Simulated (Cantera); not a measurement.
Premixed flame

A freely propagating, adiabatic, planar premixed flame of 47.5 % H₂, 9.89 % O₂, 42.6 % N₂, equivalence ratio 2.4, unburnt at 723 K and 5.00 bar; multicomponent transport, grid criteria slope 0.08 and curve 0.16, no radiation.

Cantera simulation using the H2/O2 subset of GRI-Mech 3.0, which has no nitrogen chemistry; the numbers are that mechanism's predictions, not measurements. The hydrogen kinetics of GRI-Mech 3.0 are dated; newer H2 mechanisms differ, most at raised pressure. Burning velocities carry a grid error of a few per cent, more on coarse grids.

| z (mm) | T (K) | u (m/s) | x H₂ | x O₂ | x HO₂ | x H₂O | x O | x H |
|---|---|---|---|---|---|---|---|---|
| -0.198 | 723 | 11.1 | 0.475 | 0.0989 | <1e-8 | <1e-8 | <1e-8 | <1e-8 |
| -0.132 | 723 | 11.1 | 0.475 | 0.0989 | <1e-8 | <1e-8 | <1e-8 | <1e-8 |
| -0.0989 | 723 | 11.1 | 0.475 | 0.0989 | 9.20e-8 | 6.28e-8 | <1e-8 | <1e-8 |
| -0.0660 | 723 | 11.1 | 0.475 | 0.0989 | 6.21e-6 | 4.09e-6 | 2.02e-8 | 4.33e-7 |
| -0.0330 | 777 | 11.9 | 0.469 | 0.0980 | 0.000548 | 0.00281 | 2.39e-5 | 0.000476 |
| -0.0165 | 1012 | 15.1 | 0.439 | 0.0894 | 0.000421 | 0.0259 | 0.000325 | 0.00656 |
| 0 | 1369 | 20.0 | 0.371 | 0.0599 | 0.000210 | 0.0902 | 0.00153 | 0.0278 |
| 0.0165 | 1625 | 23.4 | 0.307 | 0.0239 | 8.04e-5 | 0.162 | 0.00168 | 0.0490 |
| 0.0330 | 1753 | 25.1 | 0.281 | 0.00708 | 2.32e-5 | 0.196 | 0.000935 | 0.0549 |
| 0.0660 | 1863 | 26.5 | 0.277 | 0.000802 | 2.55e-6 | 0.209 | 0.000426 | 0.0489 |
| 0.132 | 1960 | 27.7 | 0.284 | 0.000101 | 4.05e-7 | 0.213 | 0.000244 | 0.0367 |
| 0.264 | 2044 | 28.7 | 0.291 | 4.12e-5 | 1.92e-7 | 0.215 | 0.000123 | 0.0250 |
| 0.528 | 2108 | 29.4 | 0.297 | 1.73e-5 | 8.69e-8 | 0.216 | 5.19e-5 | 0.0157 |
x: mole fraction of selected species; z is measured from the peak of heat release.

```yaml
laminar_burning_velocity: 1110 cm/s
thermal_thickness: 0.0660 mm
peak x(HO₂): 0.000595
peak x(O): 0.00186
peak x(H): 0.0549
grid_points: 109
```
